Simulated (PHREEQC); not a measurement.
A solution holds 0.062 mol H2SO4, 0.0052 mol MnSO4 and 0.00092 mol Na2SO4 per kg of water, at 80 °C. Closed to the air; pH follows from the charge balance.

All values are PHREEQC results (ion-association model, phreeqc.dat), not measurements.

Precipitation was switched off in this run.

Problem. Predict the pH.

Solution. pH 1.28.

Problem. In which forms is S present?

Solution. HSO4- 89 %, SO4-2 9.2 %, MnSO4 2.0 % of the S.

Away from 25 °C the constants follow the database's enthalpies or fits; those with neither stay at their 25 °C values.
